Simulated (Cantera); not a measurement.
Charge: 1 mol Pb, 0.022 mol O2, 32 mol N2, equilibrated at 1275 K and 0.100 bar.

Cantera equilibrium calculation (NASA polynomials, part measured and part estimated; ideal gas, pure solids and liquids). Candidate condensed phases: Pb, PbO, PbO2, Pb3O4; 12 gas species. Gases not in the tables: (PbO)n polymers. Rates play no part.

Base state: N2 0.980, Pb 0.0189, PbO 0.00135 (mole fractions); condensed: Pb(l).

### Question
What changes in the equilibrium state with this change: temperature from 1275 K to 1175 K?

### Answer
```tsv
species	before	after
N2	0.980	0.995
Pb	0.0189	0.00435
PbO	0.00135	0.000403
Pb(l), mol	0.340	0.816
PbO(l), mol	0	0.0310
```
Each liquid is taken as pure. Mutual solubility and eutectic melting of coexisting phases are not modelled.
